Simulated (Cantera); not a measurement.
An adiabatic, constant-pressure homogeneous reactor starts with CH4 : O2 : N2 = 1 : 1.25 : 4.7 (molar parts), equivalence ratio 1.6, at 1575 K and 0.503 atm. Integrator tolerance rtol = 1e-08.

Model: GRI-Mech 3.0 (53 species, 325 reactions), integrated in Cantera.

**Question.** What does this change do: initial temperature 1575 to 1425 K?

**Answer.** 
```tsv
quantity	before	after
time of steepest temperature rise	1.16 ms	5.39 ms
temperature at 5.00 s	2674 K	2601 K
equilibrium temperature	2674 K	2601 K
x(CH4) at 5.00 s	<1e-12 (gas-phase equilibrium <1e-12)	<1e-12 (gas-phase equilibrium <1e-12)
x(O2) at 5.00 s	0.000983 (gas-phase equilibrium 0.000983)	0.000543 (gas-phase equilibrium 0.000543)
x(C2H) at 5.00 s	<1e-12 (gas-phase equilibrium <1e-12)	<1e-12 (gas-phase equilibrium <1e-12)
x(O) at 5.00 s	0.00143 (gas-phase equilibrium 0.00143)	0.000767 (gas-phase equilibrium 0.000767)
x(N2O) at 5.00 s	6.35e-8 (gas-phase equilibrium 6.35e-8)	4.22e-8 (gas-phase equilibrium 4.22e-8)
x(OH) at 5.00 s	0.00916 (gas-phase equilibrium 0.00916)	0.00653 (gas-phase equilibrium 0.00653)
```

**Question.** What does this change do: pressure from 0.503 atm to 0.987 atm?

**Answer.** 
| quantity | before | after |
|---|---|---|
| time of steepest temperature rise | 1.16 ms | 0.691 ms |
| temperature at 5.00 s | 2674 K | 2714 K |
| equilibrium temperature | 2674 K | 2714 K |
| x(CH4) at 5.00 s | <1e-12 (gas-phase equilibrium <1e-12) | <1e-12 (gas-phase equilibrium <1e-12) |
| x(O2) at 5.00 s | 0.000983 (gas-phase equilibrium 0.000983) | 0.000717 (gas-phase equilibrium 0.000717) |
| x(C2H) at 5.00 s | <1e-12 (gas-phase equilibrium <1e-12) | <1e-12 (gas-phase equilibrium <1e-12) |
| x(O) at 5.00 s | 0.00143 (gas-phase equilibrium 0.00143) | 0.00103 (gas-phase equilibrium 0.00103) |
| x(N2O) at 5.00 s | 6.35e-8 (gas-phase equilibrium 6.35e-8) | 8.10e-8 (gas-phase equilibrium 8.10e-8) |
| x(OH) at 5.00 s | 0.00916 (gas-phase equilibrium 0.00916) | 0.00803 (gas-phase equilibrium 0.00803) |
